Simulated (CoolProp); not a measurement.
Vapour-liquid equilibrium of R152A (1) + methanol (2) at 335.7 K; x and y are mole fractions of (1).

The numbers come from the multi-fluid Helmholtz-energy mixture model, Outcalt 1996 and de Reuck 1993; pair parameters Bell 2016 in CoolProp.

```json
[
 {"x": "0.05", "bubble pressure, mixture model (MPa)": "0.3323", "bubble pressure, Raoult's law (MPa)": "0.1688", "y, mixture model": "…", "y, Raoult's law": "0.472"},
 {"x": "0.15", "bubble pressure, mixture model (MPa)": "0.6228", "bubble pressure, Raoult's law (MPa)": "0.3187", "y, mixture model": "0.848", "y, Raoult's law": "0.750"},
 {"x": "0.25", "bubble pressure, mixture model (MPa)": "…", "bubble pressure, Raoult's law (MPa)": "0.4686", "y, mixture model": "0.879", "y, Raoult's law": "0.850"},
 {"x": "0.35", "bubble pressure, mixture model (MPa)": "0.8775", "bubble pressure, Raoult's law (MPa)": "0.6185", "y, mixture model": "…", "y, Raoult's law": "0.901"},
 {"x": "0.45", "bubble pressure, mixture model (MPa)": "…", "bubble pressure, Raoult's law (MPa)": "0.7684", "y, mixture model": "0.907", "y, Raoult's law": "0.933"},
 {"x": "0.55", "bubble pressure, mixture model (MPa)": "1.041", "bubble pressure, Raoult's law (MPa)": "0.9183", "y, mixture model": "0.919", "y, Raoult's law": "0.954"},
 {"x": "0.65", "bubble pressure, mixture model (MPa)": "1.132", "bubble pressure, Raoult's law (MPa)": "1.068", "y, mixture model": "0.932", "y, Raoult's law": "0.969"},
 {"x": "0.75", "bubble pressure, mixture model (MPa)": "…", "bubble pressure, Raoult's law (MPa)": "1.218", "y, mixture model": "0.948", "y, Raoult's law": "0.981"},
 {"x": "0.85", "bubble pressure, mixture model (MPa)": "1.363", "bubble pressure, Raoult's law (MPa)": "1.368", "y, mixture model": "…", "y, Raoult's law": "0.990"},
 {"x": "0.95", "bubble pressure, mixture model (MPa)": "1.510", "bubble pressure, Raoult's law (MPa)": "1.518", "y, mixture model": "0.988", "y, Raoult's law": "0.997"}
]
```

Question: Some entries are withheld; supply them.

Answer: 
- 0.05, y, mixture model: 0.716
- 0.25, bubble pressure, mixture model (MPa): 0.7783
- 0.35, y, mixture model: 0.895
- 0.45, bubble pressure, mixture model (MPa): 0.9588
- 0.75, bubble pressure, mixture model (MPa): 1.238
- 0.85, y, mixture model: 0.966

The largest gap from Raoult's law is +96.9 % in bubble pressure, at x = 0.05. No azeotrope shows between x = 0.05 and 0.95.

Pair parameters are fitted to limited data, so mixtures are less certain than the pure fluids. The gap from Raoult's law changes sign with composition, which may be real or a fault of the pair parameters; it wasn't checked against measurements. With so large a gap from Raoult's law the liquid may split in two, which this calculation doesn't test in full.
